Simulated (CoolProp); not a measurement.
Aqueous ethylene glycol as a coolant, 21 % by mass, freezing at -8.5 °C, 1 atm.

The numbers come from the Melinder's fits for secondary coolants in CoolProp.

```
T (°C)  density (kg/m³)  conductivity (W/(m K))  Prandtl number  viscosity (mPa s)
------  ---------------  ----------------------  --------------  -----------------
-7.4         (withheld)                   0.471            35.4               4.36
-1.1               1031                   0.479            27.4               3.41
5.2                1030                   0.486            21.5               2.72
11.5         (withheld)                   0.494            17.3               2.21
17.8               1026              (withheld)            14.1               1.82
24.1               1024                   0.508            11.7               1.52
30.4               1022              (withheld)            9.82               1.30
36.7               1019                   0.521            8.38               1.12
```

Task: Fill in the missing entries.

Result: 
- -7.4, density (kg/m³): 1032
- 11.5, density (kg/m³): 1028
- 17.8, conductivity (W/(m K)): 0.501
- 30.4, conductivity (W/(m K)): 0.514
